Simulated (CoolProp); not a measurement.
A single-stage vapour-compression cycle with the fluid: evaporating at 313.15 K (dew point), condensing at 353.15 K (bubble point), superheat 8 K, subcooling 5 K, compressor efficiency 0.9, no pressure losses. The same conditions are run with several fluids, on thermodynamics alone (safety and materials aside).

Model: reference Helmholtz-energy equation of state of each fluid (n-butane: Bücker 2006; sulfur dioxide: Gao 2016; propyne: Polt 1992; chlorine: Thol 2021; R245ca: Zhou 2016; n-perfluorohexane: Gao 2022), in CoolProp. The equations of Platzer and Polt are older, rougher fits.

**Question.** Rank n-butane, sulfur dioxide, propyne, chlorine, R245ca, n-perfluorohexane by cooling COP, highest first.

**Answer.** R245ca (6.07), sulfur dioxide (6.03), n-butane (5.92), propyne (5.88), chlorine (5.83), n-perfluorohexane (5.40)

```json
[
 {"fluid": "n-butane", "pressure ratio": "2.67", "discharge temperature (K)": "355.7", "refrigerating effect (kJ/kg)": "268", "volumetric capacity (kJ/m³)": "2430"},
 {"fluid": "sulfur dioxide", "pressure ratio": "2.85", "discharge temperature (K)": "405.4", "refrigerating effect (kJ/kg)": "295", "volumetric capacity (kJ/m³)": "4880"},
 {"fluid": "propyne", "pressure ratio": "2.55", "discharge temperature (K)": "373.8", "refrigerating effect (kJ/kg)": "363", "volumetric capacity (kJ/m³)": "5520"},
 {"fluid": "chlorine", "pressure ratio": "2.37", "discharge temperature (K)": "404.4", "refrigerating effect (kJ/kg)": "203", "volumetric capacity (kJ/m³)": "7040"},
 {"fluid": "R245ca", "pressure ratio": "3.30", "discharge temperature (K)": "353.9", "refrigerating effect (kJ/kg)": "153", "volumetric capacity (kJ/m³)": "1400"},
 {"fluid": "n-perfluorohexane", "pressure ratio": "3.80", "discharge temperature (K)": "353.1", "refrigerating effect (kJ/kg)": "57.5", "volumetric capacity (kJ/m³)": "412"}
]
```

The compression ends wet for: n-perfluorohexane.
